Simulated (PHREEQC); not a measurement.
Solution (55 °C): 0.073 mol/kgw CdSO4. Closed to the air; pH follows from the charge balance.

The numbers come from PHREEQC with the ion-association model, phreeqc.dat.

| Property | Value |
|---|---|
| pH | 5.72 |
| ionic strength | 0.138 mol/kgw |
| density | 0.999 g/cm³ |

| species | molality | activity | log γ |
|---|---|---|---|
| Cd+2 | 0.0345 | 0.0110 | -0.496 |
| CdSO4 | 0.0307 | 0.0317 | 0.014 |
| SO4-2 | 0.0268 | 0.00844 | -0.501 |
| Cd(SO4)2-2 | 0.00777 | 0.00248 | -0.496 |
| CdOH+ | 4.81e-6 | 3.62e-6 | -0.124 |
| HSO4- | 4.30e-6 | 3.23e-6 | -0.124 |
| H+ | 2.38e-6 | 1.91e-6 | -0.095 |
| Cd2OH+3 | 1.81e-6 | 1.39e-7 | -1.116 |
| OH- | 5.28e-8 | 3.83e-8 | -0.140 |

Precipitation was switched off in this run. At this temperature some constants are extrapolated from 25 °C, and those without enthalpy data are left unchanged.
